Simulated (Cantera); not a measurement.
Charge: 1 mol Si₂Cl₆, 0.25 mol N₂, 1.5 mol H₂, 17 mol NH₃, at 10.0 Torr.

Cantera equilibrium calculation (NASA polynomials, part measured and part estimated; ideal gas, pure solids and liquids). Candidate condensed phases: NH₄Cl, Si, Si₃N₄; 28 gas species. The feed counts by its element totals alone. Kinetics and transport are ignored.

Over these rows the condensed part is Si₃N₄(s). Partial pressures as log10 of bar:

```
T (K)  1000/T (1/K)  log p SiCl₂  log p H₂  log p N₂  log p HCl
-----  ------------  -----------  --------  --------  ---------
1100         0.9091        -7.26     -2.07     -2.58      -2.67
1125         0.8889        -6.98     -2.07     -2.58      -2.67
1150         0.8696        -6.72     -2.07     -2.58      -2.67
1175         0.8511            ?     -2.07     -2.58      -2.67
1200         0.8333        -6.22     -2.07     -2.58      -2.67
1225         0.8163        -5.98     -2.07     -2.58      -2.67
```

Question: Fit log p(SiCl₂) = a + b·(1000/T) to the five rows, give the apparent enthalpy, and predict the row at 1175 K.

Answer: Means: 1000/T = 0.8634, log p = -6.632. Sxy = -0.081230, Sxx = 0.0059016, so b = -13.76 and a = -6.632 − (-13.76)×0.8634 = 5.25.
Apparent enthalpy: −19.145 × (-13.76) = 263 kJ/mol. With the condensed phases at unit activity, 1/3 Si₃N₄(s) + 2 HCl(g) = SiCl₂(g) + H₂(g) + 2/3 N₂(g) links this pressure to the main gases: over the six rows their terms move log p by +0.00 in all, so the slope is close to that reaction's ΔH°. The five rows lie within 0.01 of the line.
Prediction at 1175 K: 5.25 + (-13.76)×0.8511 = -6.46. The computed value is -6.46, 0.00 from the line.
